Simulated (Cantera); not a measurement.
A freely propagating, adiabatic, planar premixed flame of H2 : O2 : N2 = 1 : 0.357 : 1.34 (molar parts), unburnt at 675 K and 0.380 bar; mixture-averaged transport, grid criteria slope 0.08 and curve 0.16, no radiation.

Model: the H2/O2 subset of GRI-Mech 3.0, which has no nitrogen chemistry, integrated in Cantera. Burning velocities carry a grid error of a few per cent, more on coarse grids.

x: mole fraction of selected species; z is measured from the peak of heat release.

| z (mm) | T (K) | u (m/s) | x H2 | x O2 | x H2O2 | x HO2 | x OH | x H2O |
|---|---|---|---|---|---|---|---|---|
| -5.07 | 675 | 9.68 | 0.371 | 0.132 | <1e-8 | <1e-8 | <1e-8 | <1e-8 |
| -3.38 | 675 | 9.68 | 0.371 | 0.132 | <1e-8 | <1e-8 | <1e-8 | <1e-8 |
| -2.53 | 675 | 9.68 | 0.371 | 0.132 | <1e-8 | <1e-8 | <1e-8 | <1e-8 |
| -1.69 | 675 | 9.68 | 0.371 | 0.132 | <1e-8 | 6.71e-7 | <1e-8 | 4.60e-8 |
| -0.845 | 684 | 9.79 | 0.369 | 0.132 | (withheld) | 9.05e-5 | 3.34e-5 | 0.000535 |
| -0.422 | 811 | 11.5 | 0.345 | 0.128 | 1.32e-6 | 6.83e-5 | 0.000428 | 0.0124 |
| 0 | 1211 | 16.7 | 0.204 | 0.0777 | 1.42e-6 | 2.96e-5 | 0.00383 | 0.116 |
| 0.422 | 1493 | 20.3 | 0.103 | 0.0195 | (withheld) | 7.20e-6 | 0.00862 | 0.223 |
| 0.845 | 1612 | 21.7 | 0.0959 | 0.0118 | (withheld) | 3.93e-6 | 0.0107 | 0.238 |
| 1.69 | 1750 | 23.3 | 0.101 | 0.00956 | (withheld) | 2.80e-6 | 0.0127 | 0.244 |
| 3.38 | 1903 | 25.1 | 0.106 | 0.00755 | (withheld) | 1.96e-6 | 0.0142 | 0.252 |
| 6.76 | 2060 | 26.8 | 0.110 | 0.00547 | (withheld) | 1.32e-6 | 0.0147 | 0.261 |
| 13.5 | 2209 | 28.4 | 0.113 | 0.00355 | (withheld) | 8.69e-7 | 0.0139 | 0.271 |

Fill in the missing entries.


- -0.845, x H2O2: 5.62e-7
- 0.422, x H2O2: 1.16e-6
- 0.845, x H2O2: 8.29e-7
- 1.69, x H2O2: 4.92e-7
- 3.38, x H2O2: 2.62e-7
- 6.76, x H2O2: 1.40e-7
- 13.5, x H2O2: 8.19e-8
